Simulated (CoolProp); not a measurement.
Vapour-liquid equilibrium of p-xylene (1) + n-decane (2) at 76.05 °C; x and y are mole fractions of (1).

The numbers come from the multi-fluid Helmholtz-energy mixture model, Zhou 2012 and Lemmon 2006; pair parameters Bell 2016 in CoolProp.

Problem. Give the bubble pressure and the first vapour's composition at x = 0.25, 0.35, 0.95. Is there an azeotrope?

Solution. x = 0.25: 0.006216 MPa, y = 0.585; x = 0.35: 0.007245 MPa, y = 0.688; x = 0.95: 0.01293 MPa, y = 0.985. No azeotrope shows between x = 0.05 and 0.95.

Pair parameters are fitted to limited data, so mixtures are less certain than the pure fluids.
